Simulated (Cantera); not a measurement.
# Abatement and gas-phase synthesis: HI + O2

Charge: 1 mol HI, 4.2 mol O2, at 10000 Pa.

These are equilibrium values from Cantera (NASA tables, ideal gas, pure condensed phases), not measurements of a reactor. Candidate condensed phases: H2O, I2; 12 gas species. The numbers say what is thermodynamically allowed, not how fast it happens.

| T (°C) | x O2 | x I | x H2O | x I2 |
|---|---|---|---|---|
| 675 | 0.786 | 0.0307 | 0.0995 | 0.0841 |
| 750 | 0.775 | 0.0570 | 0.0981 | 0.0696 |
| 825 | 0.762 | 0.0907 | 0.0964 | 0.0511 |
| 900 | 0.748 | 0.124 | 0.0947 | 0.0326 |
| 975 | 0.738 | 0.150 | 0.0934 | 0.0183 |
| 1050 | 0.732 | 0.166 | 0.0926 | 0.00961 |
| 1125 | 0.728 | 0.174 | 0.0921 | 0.00498 |
x: gas mole fraction; nothing condenses.

From 675 °C to 1125 °C nothing is condensed.
